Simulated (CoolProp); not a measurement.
n-perfluorohexane along the isobar 9.84 MPa: fugacity coefficient from the reference equation and from simpler models built on Tc = 448.0 K, pc = 1.742 MPa, ω = 0.497; each cubic takes its own stable root.

Model: reference Helmholtz-energy equation of state, Gao 2022, in CoolProp.

```tsv
T (K)	phase	reference
321	liquid	0.01512
331.7	liquid	0.02136
342.5	liquid	0.02937
353.2	liquid	0.03916
364	liquid	0.05109
374.7	liquid	0.06501
385.5	liquid	0.08126
396.2	liquid	0.09954
407	liquid	0.1201
417.7	liquid	0.1425
428.5	liquid	0.1671
439.2	liquid	0.1931
450	supercritical	0.2209
```

Task: How far does each simpler model (van der Waals, Soave-Redlich-Kwong, Peng-Robinson) lie from the reference over these 13 states: mean and median of the absolute difference, and the worst?

Result: 
- van der Waals: mean 232.2 %, median 160.9 %, worst +681.7 % at 321 K and 9.84 MPa
- Soave-Redlich-Kwong: mean 13.5 %, median 13.4 %, worst +15.9 % at 450 K and 9.84 MPa
- Peng-Robinson: mean 2.0 %, median 1.6 %, worst +3.8 % at 450 K and 9.84 MPa
